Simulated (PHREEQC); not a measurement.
Dissolve 0.051 mol BaCl2 and 0.0001 mol NaHCO3 per kg of water at 25 °C. Closed to the air; pH follows from the charge balance.

The numbers come from PHREEQC with the ion-association model, phreeqc.dat.

| quantity | before | after |
|---|---|---|
| pH | 7.74 | 7.29 |
| BaOH+ (mol/kgw) | 3.88e-8 | 1.29e-8 |

Problem. Name the change that produced these shifts.
A. NaHCO3 replaced by Na2S at the same molality
B. NaHCO3 replaced by KHCO3 at the same molality
C. diluted 2-fold with water
D. BaCl2 from 0.051 to 0.102 mol/kgw
E. temperature from 25 to 65 °C

Solution. E, temperature from 25 to 65 °C

Precipitation was switched off in this run. Away from 25 °C the constants follow the database's enthalpies or fits; those with neither stay at their 25 °C values.
